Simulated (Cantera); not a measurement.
What does this Cantera script print?

```python
import numpy as np
import cantera as ct

gas = ct.Solution("gri30.yaml")
gas.TPX = 1300, 101325, {'CH4': 1, 'CO2': 3.1}
inlet = ct.Reservoir(gas, clone=True)

reactor = ct.IdealGasConstPressureReactor(gas, energy="off", clone=False)
exhaust = ct.Reservoir(gas, clone=True)
tau = [6.3, 1.9, 0.59, 0.18, 0.055, 0.017, 0.0051, 0.0015, 0.00047][0]
for a, b in ((inlet, reactor), (reactor, exhaust)):
    ct.MassFlowController(a, b, mdot=lambda t: reactor.mass / tau)
net = ct.ReactorNet([reactor])
show = ['CH4', 'CO2', 'C2H6', 'CH2', 'CH3', 'C2H']

rows = []
print(f"{'tau/s':>10s}{'T/K':>9s}" + "".join(f"{s:>11s}" for s in show))
for tau in [6.3, 1.9, 0.59, 0.18, 0.055, 0.017, 0.0051, 0.0015, 0.00047]:
    net.initial_time = 0.0
    net.advance(30 * tau)
    before = gas.X
    net.advance(40 * tau)
    drift = np.max(np.abs(gas.X - before) / (gas.X + 1e-9))
    rows.append([gas.T, *gas[show].X, drift])
    print(f"{tau:10.3e}{gas.T:9.1f}" + "".join(f"{x:11.3e}" for x in gas[show].X))
```

It prints:

```
     tau/s      T/K        CH4        CO2       C2H6        CH2        CH3        C2H
 6.300e+00   1300.0  2.262e-01  7.378e-01  2.295e-04  9.807e-12  9.969e-06  7.138e-12
 1.900e+00   1300.0  2.383e-01  7.523e-01  2.615e-04  8.995e-12  1.059e-05  1.807e-12
 5.900e-01   1300.0  2.422e-01  7.555e-01  2.295e-04  7.853e-12  1.008e-05  2.674e-13
 1.800e-01   1300.0  2.434e-01  7.560e-01  1.326e-04  5.212e-12  8.244e-06  2.063e-14
 5.500e-02   1300.0  2.438e-01  7.561e-01  5.032e-05  2.973e-12  6.229e-06  1.449e-15
 1.700e-02   1300.0  2.439e-01  7.561e-01  1.512e-05  1.894e-12  4.970e-06  1.521e-16
 5.100e-03   1300.0  2.439e-01  7.561e-01  3.399e-06  1.190e-12  3.939e-06  1.640e-17
 1.500e-03   1300.0  2.439e-01  7.561e-01  3.902e-07  4.388e-13  2.389e-06  4.289e-19
 4.700e-04   1300.0  2.439e-01  7.561e-01  1.982e-08  7.044e-14  9.536e-07  2.034e-21
```

Computed with Cantera and GRI-Mech 3.0 (53 species, 325 reactions).
